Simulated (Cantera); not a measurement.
What does this Cantera script print?

```python
import numpy as np
import cantera as ct

gas_names = """
    CL CL2 Cs CsCL Cs2 Cs2CL2 H HCL H2
""".split()
cond_names = """
    Cs(cr) Cs(L) CsCL(a) CsCL(b) CsCL(L)
""".split()


# ... load() reads the species with a 1 bar reference pressure and builds the phases ...
atoms = {
    'CsCl': {'Cs': 1, 'CL': 1},
    'H2': {'H': 2},
}
top_T = {}  # K; cautious upper limits of use, not melting points


# ... equilibrate(T, P, feed) seeds the gas with the atoms and calls Mixture.equilibrate('TP', solver="vcs", rtol=1e-11, max_steps=5000) ...
results = []
feed = {'CsCl': 1, 'H2': 1.3}  # mol
T = 1150  # K
for P in [0.1, 0.46, 2.2, 10, 46, 220, 1000, 4600, 22000, 100000]:
    mix = equilibrate(T, P, feed)
    results.append((T, P, feed, dict(zip(mix.species_names, mix.species_moles))))

top = {s: max(r[3][s] / sum(r[3][g] for g in gas_names) for r in results) for s in gas_names}
cols = sorted((s for s in top if top[s] > 0.0001), key=lambda s: -top[s])[:7]
seen = [c for c in cond_names if any(r[3].get(c, 0) > 1e-12 for r in results)]
print("log10 of partial pressures in bar; condensed amounts in mol")
print(f"{'P/Pa':>10s}" + "".join(f"{s[:9]:>10s}" for s in cols + seen))
for T, P, feed, n in results:
    ng = sum(n[g] for g in gas_names)
    print(f"{P:10.4g}" + "".join(f"{np.log10(max(n[s] / ng * P / 1e5, 1e-99)):10.3f}" for s in cols)
          + "".join(f"{n.get(c, 0):10.4g}" for c in seen))
```

Output:

```
log10 of partial pressures in bar; condensed amounts in mol
      P/Pa        H2      CsCL    Cs2CL2        Cs       HCL   CsCL(L)
       0.1    -6.249    -6.364   -11.061    -8.795    -8.795         0
      0.46    -5.586    -5.700    -9.734    -8.298    -8.298         0
       2.2    -4.906    -5.021    -8.374    -7.788    -7.788         0
        10    -4.248    -4.364    -7.061    -7.295    -7.295         0
        46    -3.584    -3.706    -5.744    -6.800    -6.800         0
       220    -2.898    -3.047    -4.427    -6.299    -6.299         0
      1000    -2.224    -2.460    -3.252    -5.837    -5.837         0
      4600    -1.485    -2.033    -2.399    -5.439    -5.439    0.3141
   2.2e+04    -0.685    -2.033    -2.399    -5.239    -5.239    0.8914
     1e+05    -0.006    -2.033    -2.399    -5.069    -5.069    0.9772
```

These are equilibrium values from Cantera (NASA tables, ideal gas, pure condensed phases), not measurements of a reactor.
